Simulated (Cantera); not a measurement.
A freely propagating, adiabatic, planar premixed flame of 20.4 % H2, 16.7 % O2, 62.9 % N2, equivalence ratio 0.61, unburnt at 673 K and 7500 Torr; mixture-averaged transport, grid criteria slope 0.08 and curve 0.16, no radiation.

Model: the H2/O2 subset of GRI-Mech 3.0, which has no nitrogen chemistry, integrated in Cantera. The hydrogen kinetics of GRI-Mech 3.0 are dated; newer H2 mechanisms differ, most at raised pressure. Burning velocities carry a grid error of a few per cent, more on coarse grids. Lean hydrogen flames are cellular in practice and burn faster than this planar one.

Problem. Predict: laminar burning velocity; thermal thickness; peak x(HO2); peak x(O); peak x(H); peak x(OH).

Solution. 
```json
{
  "laminar_burning_velocity": "247 cm/s",
  "thermal_thickness": "0.0308 mm",
  "peak x(HO2)": "0.00101",
  "peak x(O)": "0.00367",
  "peak x(H)": "0.00377",
  "peak x(OH)": "0.00839"
}
```
